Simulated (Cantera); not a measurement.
An adiabatic, constant-volume homogeneous reactor starts with 13.8 % H₂, 14.6 % O₂, 55.1 % N₂, 16.5 % H₂O, equivalence ratio 0.47, at 1548 K and 10.0 bar.

Cantera simulation using the H2/O2 subset of GRI-Mech 3.0, which has no nitrogen chemistry; the numbers are that mechanism's predictions, not measurements. The hydrogen kinetics of GRI-Mech 3.0 are dated; newer H2 mechanisms differ, most at raised pressure.

Problem. Predict: time of steepest temperature rise; temperature at 0.400 s; equilibrium temperature; x(H₂) at 0.400 s; x(O₂) at 0.400 s; x(H₂O) at 0.400 s; x(HO₂) at 0.400 s; x(OH) at 0.400 s; x(O) at 0.400 s.

Solution. 
- time of steepest temperature rise = 2.23 µs
- temperature at 0.400 s = 2553 K
- equilibrium temperature = 2553 K
- x(H₂) at 0.400 s = 0.00219 (gas-phase equilibrium 0.00219)
- x(O₂) at 0.400 s = 0.0799 (gas-phase equilibrium 0.0799)
- x(H₂O) at 0.400 s = 0.315 (gas-phase equilibrium 0.315)
- x(HO₂) at 0.400 s = 2.79e-5 (gas-phase equilibrium 2.79e-5)
- x(OH) at 0.400 s = 0.0120 (gas-phase equilibrium 0.0120)
- x(O) at 0.400 s = 0.00136 (gas-phase equilibrium 0.00136)
